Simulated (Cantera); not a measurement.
Charge: 1 mol Si₂Cl₆, 7.8 mol NH₃, held at 1773 K and 3.60 Torr.

Cantera equilibrium calculation (NASA polynomials, part measured and part estimated; ideal gas, pure solids and liquids). Candidate condensed phases: NH₄Cl, Si, Si₃N₄; 28 gas species. The feed counts by its element totals alone. The tables' values for SiCl₃, SiCl are old estimates; treat these amounts as uncertain. Gases not in the tables: Si₂H₆ and higher silanes. Kinetics and transport are ignored.

Task: What is the equilibrium state?

Result: 
```
Property       Result
----------  ---------
x(H₂)           0.562
x(N₂)           0.209
x(HCl)          0.129
x(SiCl₂)       0.0950
x(H)          0.00308
x(SiCl₃)     0.000644
x(Cl)        0.000543
x(SiCl)      0.000538
x(Si)        0.000444
n(Si(l))    0.197 mol
gas amount  18.64 mol
```
